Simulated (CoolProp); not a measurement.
Properties of propylene at several states.

Model: reference Helmholtz-energy equation of state, Lemmon 2013, in CoolProp.

```tsv
T (K)	p (bar)	phase	Z	Joule-Thomson coefficient (K/MPa)	expansivity (1/kK)
411.2	1.71	gas	0.9912	(withheld)	2.502
264.5	0.554	gas	0.9885	24.52	3.922
185.4	2.94	liquid	(withheld)	(withheld)	(withheld)
417.9	27	gas	0.8599	7.372	(withheld)
183.9	8.7	liquid	(withheld)	(withheld)	(withheld)
```

What belongs in the gaps?


- 411.2, Joule-Thomson coefficient (K/MPa): 6.917
- 185.4, Z: 0.01220
- 185.4, Joule-Thomson coefficient (K/MPa): -0.4937
- 185.4, expansivity (1/kK): 1.741
- 417.9, expansivity (1/kK): 3.873
- 183.9, Z: 0.03628
- 183.9, Joule-Thomson coefficient (K/MPa): -0.4969
- 183.9, expansivity (1/kK): 1.726
